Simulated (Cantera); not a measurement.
What does this Cantera script print?

```python
import numpy as np
import cantera as ct

gas_names = """
    Fe FeO N NO NO2 NO3 N2 N2O O O2 O3 S SN SO SO2 SO3 S2 S2O S8
""".split()
cond_names = """
    Fe(a) Fe(c) Fe(d) Fe(L) FeO(s) FeO(L) FeS(a) FeS(b) FeS(c) FeS(L) FeSO4(s) FeS2(s) Fe2O3(s)
    Fe2S3O12(s) Fe3O4(s) S(cr1) S(cr2) S(L)
""".split()


# ... load() reads the species with a 1 bar reference pressure and builds the phases ...
atoms = {
    'FeS': {'Fe': 1, 'S': 1},
    'O2': {'O': 2},
    'N2': {'N': 2},
}
top_T = {'FeSO4(s)': 950, 'FeS2(s)': 1010, 'Fe2O3(s)': 1830, 'Fe2S3O12(s)': 1100, 'Fe3O4(s)': 1870}  # K; cautious upper limits of use, not melting points


# ... equilibrate(T, P, feed) seeds the gas with the atoms and calls Mixture.equilibrate('TP', solver="vcs", rtol=1e-11, max_steps=5000) ...
results = []
feed = {'FeS': 1, 'O2': 4.6, 'N2': 1.7}  # mol
T = 700  # K
P = 140000  # Pa
mix = equilibrate(T, P, feed)
results.append((T, P, feed, dict(zip(mix.species_names, mix.species_moles))))
print(gas.report(threshold=0.0001))
for i in range(1, mix.n_phases):
    print(f"{mix.phase(i).name:16s} {mix.phase_moles(i):12.5e} mol")
```

Result:

```
       temperature   700 K
          pressure   1.4e+05 Pa
           density   0.72949 kg/m^3
  mean mol. weight   30.326 kg/kmol
   phase of matter   gas

                          1 kg             1 kmol
                     ---------------   ---------------
          enthalpy         4.042e+05        1.2258e+07  J
   internal energy        2.1228e+05        6.4378e+06  J
           entropy            7524.9         2.282e+05  J/K
    Gibbs function       -4.8632e+06       -1.4748e+08  J
 heat capacity c_p            1056.5             32040  J/K
 heat capacity c_v            782.34             23726  J/K

                      mass frac. Y      mole frac. X     chem. pot. / RT
                     ---------------   ---------------   ---------------
                N2           0.38774           0.41975           -24.564
                O2           0.61222           0.58024             -25.9
     [  +17 minor]        4.1186e-05        1.6136e-05

Fe(a)             0.00000e+00 mol
FeO(s)            0.00000e+00 mol
FeS(c)            0.00000e+00 mol
FeSO4(s)          0.00000e+00 mol
FeS2(s)           0.00000e+00 mol
Fe2O3(s)          1.66687e-01 mol
Fe2S3O12(s)       3.33313e-01 mol
Fe3O4(s)          0.00000e+00 mol
S(L)              0.00000e+00 mol
```

Cantera equilibrium calculation (NASA polynomials, part measured and part estimated; ideal gas, pure solids and liquids).
